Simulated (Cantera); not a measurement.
A perfectly stirred reactor is fed with 7.09 % H2, 8.45 % O2, 84.5 % N2, at 0.987 atm; it is held at 1073 K, and followed from long to short residence time.

Cantera simulation using GRI-Mech 3.0 (53 species, 325 reactions); the numbers are that mechanism's predictions, not measurements. The temperature is held fixed by assumption; the heat of reaction is taken as removed at once.

One state of this run: x H2 = 0.000570; x O2 = 0.0510; x O = 4.68e-6; x NO2 = 4.89e-9; x H2O = 0.0730; x H2O2 = 2.36e-6; x OH = 9.94e-6. x: mole fraction; the columns are a selection and need not sum to one.

### Question
Which value of τ (s) does it belong to?
A) 0.095
B) 0.035
C) 0.70
D) 0.0047

### Answer
C, 0.70
